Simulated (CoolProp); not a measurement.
A single-stage vapour-compression cycle with R124: evaporating at 325.15 K (dew point), condensing at 361.15 K (bubble point), superheat 5 K, subcooling 0 K, compressor efficiency 0.8, no pressure losses. Each further row changes one setting.

The numbers come from the reference Helmholtz-energy equation of state, de Vries 1995 in CoolProp.

| case | cooling COP | pressure ratio | discharge temperature (K) | refrigerating effect (kJ/kg) | volumetric capacity (kJ/m³) |
|---|---|---|---|---|---|
| as stated | 5.25 | 2.29 | 366.7 | 87.2 | 4270 |
| evaporating temperature 330.15 K | 6.38 | 2.02 | 366.7 | 89.8 | 5000 |
| condensing temperature 356.15 K | 6.44 | 2.06 | 361.5 | 94.1 | 4610 |
| subcooling 5 K | 5.67 | 2.29 | 366.7 | 94.3 | 4620 |
| superheat 15 K | 5.43 | 2.29 | 375.7 | 96.3 | 4460 |
| compressor efficiency 0.7 | 4.59 | 2.29 | 368.8 | 87.2 | 4270 |
